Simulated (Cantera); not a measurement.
Input: 1 mol BN, 0.35 mol H2, held at 1 atm.

Cantera equilibrium calculation (NASA polynomials, part measured and part estimated; ideal gas, pure solids and liquids). Candidate condensed phases: B, BN; 15 gas species. Mutual solubility and eutectic melting of coexisting phases are not modelled. The tables' values for BH2 are old estimates; treat these amounts as uncertain. Gases not in the tables: B2H6 and higher boranes. Equilibrium is a limit: real reactors are often held back by kinetics, nucleation or transport.

x: gas mole fraction; n: condensed amount in mol.

```tsv
T (K)	x H2	x N2	x H	x BH2	x B	x BN	n B(s)	n BN(s)	n B(l)
2223	0.990	0.00231	0.00633	0.00146	___	1.16e-7	0.00109	0.998	0
2298	0.983	0.00555	0.00943	0.00203	___	4.07e-7	0.00318	0.996	0
2373	0.970	0.0132	0.0137	0.00267	___	1.32e-6	0	0.991	0.00847
2448	0.944	0.0334	0.0192	0.00322	___	3.97e-6	0	0.976	0.0232
2523	0.890	0.0798	0.0261	0.00371	___	1.12e-5	0	0.938	0.0600
2598	0.781	0.181	0.0334	0.00393	___	2.96e-5	0	0.842	0.156
2673	0.565	0.393	0.0383	0.00339	___	7.42e-5	0	0.532	0.466
2748	0.379	0.575	0.0415	0.00269	___	0.000148	0	0	0.997
2823	0.370	0.571	0.0536	0.00307	___	0.000237	0	0	0.996
2898	0.359	0.567	0.0680	0.00346	___	0.000370	0	0	0.994
2973	0.346	0.560	0.0849	0.00383	___	0.000563	0	0	0.992
```

Q: Some entries are withheld; supply them.

A: 
- 2223, x B: 3.69e-6
- 2298, x B: 9.76e-6
- 2373, x B: 2.37e-5
- 2448, x B: 5.14e-5
- 2523, x B: 0.000106
- 2598, x B: 0.000211
- 2673, x B: 0.000403
- 2748, x B: 0.000741
- 2823, x B: 0.00132
- 2898, x B: 0.00227
- 2973, x B: 0.00381
